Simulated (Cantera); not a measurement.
## Reactions in the system C-O-Ta

Cantera with NASA thermochemical tables; ideal gases at 1 bar, condensed phases pure. Values are per mole of reaction as written; species without (g) are pure solids or liquids, kept so even where they would boil at 1 bar. TaC: taken at fixed stoichiometry.

2 Ta2O5 + 4 CO(g) → 4 TaC + 7 O2(g)

```tsv
T (K)	ΔH° (kJ)	ΔS° (J/K)	ΔG° (kJ)	log10 K	condensed phases
898	3933.6	485.7	3497.5	-203.44	Ta2O5(s), TaC(s)
1098	3923.7	475.8	3401.4	-161.81	Ta2O5(s), TaC(s)
1298	3913.7	467.4	3307.1	-133.08	Ta2O5(s), TaC(s)
1498	3903.8	460.3	3214.3	-112.08	Ta2O5(s), TaC(s)
1698	3894.3	454.3	3122.9	-96.07	Ta2O5(s), TaC(s)
1898	3885.5	449.4	3032.5	-83.46	Ta2O5(s), TaC(s)
2098	3633.8	327.0	2947.8	-73.39	Ta2O5(l), TaC(s)
2298	3609.6	316.0	2883.5	-65.54	Ta2O5(l), TaC(s)
2498	3587.1	306.6	2821.3	-58.99	Ta2O5(l), TaC(s)
2698	3566.3	298.6	2760.8	-53.45	Ta2O5(l), TaC(s)
2898	3547.1	291.7	2701.8	-48.70	Ta2O5(l), TaC(s)
```

3 Ta + 3 CO2(g) → 2 O3(g) + 3 TaC

```
T (K)  ΔH° (kJ)  ΔS° (J/K)  ΔG° (kJ)  log10 K
-----  --------  ---------  --------  -------
898      1041.0     -145.3    1171.5   -68.14
1098     1044.6     -141.7    1200.2   -57.09
1298     1047.8     -139.0    1228.2   -49.43
1498     1051.5     -136.4    1255.8   -43.79
1698     1056.1     -133.5    1282.8   -39.46
1898     1062.3     -130.0    1309.2   -36.03
2098     1070.3     -126.1    1334.8   -33.23
2298     1080.1     -121.6    1359.5   -30.90
2498     1091.7     -116.8    1383.4   -28.93
2698     1104.8     -111.7    1406.2   -27.22
2898     1119.0     -106.6    1428.1   -25.74
```

4 CO(g) + TaO2(g) → 3 CO2(g) + TaC

```json
[
 {"T (K)": "898", "ΔH° (kJ)": "-674.7", "ΔS° (J/K)": "-378.0", "ΔG° (kJ)": "-335.3", "log10 K": "19.51"},
 {"T (K)": "1098", "ΔH° (kJ)": "-669.7", "ΔS° (J/K)": "-372.9", "ΔG° (kJ)": "-260.3", "log10 K": "12.38"},
 {"T (K)": "1298", "ΔH° (kJ)": "-664.0", "ΔS° (J/K)": "-368.1", "ΔG° (kJ)": "-186.2", "log10 K": "7.49"},
 {"T (K)": "1498", "ΔH° (kJ)": "-657.7", "ΔS° (J/K)": "-363.6", "ΔG° (kJ)": "-113.0", "log10 K": "3.94"},
 {"T (K)": "1698", "ΔH° (kJ)": "-651.0", "ΔS° (J/K)": "-359.5", "ΔG° (kJ)": "-40.7", "log10 K": "1.25"},
 {"T (K)": "1898", "ΔH° (kJ)": "-643.9", "ΔS° (J/K)": "-355.5", "ΔG° (kJ)": "30.8", "log10 K": "-0.85"},
 {"T (K)": "2098", "ΔH° (kJ)": "-636.4", "ΔS° (J/K)": "-351.7", "ΔG° (kJ)": "101.5", "log10 K": "-2.53"},
 {"T (K)": "2298", "ΔH° (kJ)": "-628.5", "ΔS° (J/K)": "-348.1", "ΔG° (kJ)": "171.5", "log10 K": "-3.90"},
 {"T (K)": "2498", "ΔH° (kJ)": "-620.3", "ΔS° (J/K)": "-344.7", "ΔG° (kJ)": "240.8", "log10 K": "-5.03"},
 {"T (K)": "2698", "ΔH° (kJ)": "-611.8", "ΔS° (J/K)": "-341.4", "ΔG° (kJ)": "309.4", "log10 K": "-5.99"},
 {"T (K)": "2898", "ΔH° (kJ)": "-603.0", "ΔS° (J/K)": "-338.3", "ΔG° (kJ)": "377.4", "log10 K": "-6.80"}
]
```
